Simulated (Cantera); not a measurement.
A closed system holds: 1 mol Cu2O, a varied amount of C, 0.38 mol CO, 0.64 mol CH4, at 1575 K and 7.00 bar.

These are equilibrium values from Cantera (NASA tables, ideal gas, pure condensed phases), not measurements of a reactor. Candidate condensed phases: C, C6H6, C7H8, C8H18, Cu, CuO, Cu(OH)2, Cu2O, H2O; 113 gas species. The numbers say what is thermodynamically allowed, not how fast it happens.

At 2.2 mol C, list the 7 most abundant gas species with their mole fractions, and the condensed phases.

CO 0.518, H2 0.476, CH4 0.00289, H2O 0.00177, CO2 0.000666, H 1.08e-5, C2H2 (acetylene) 1.00e-5. Condensed: C(graphite) + Cu(l).
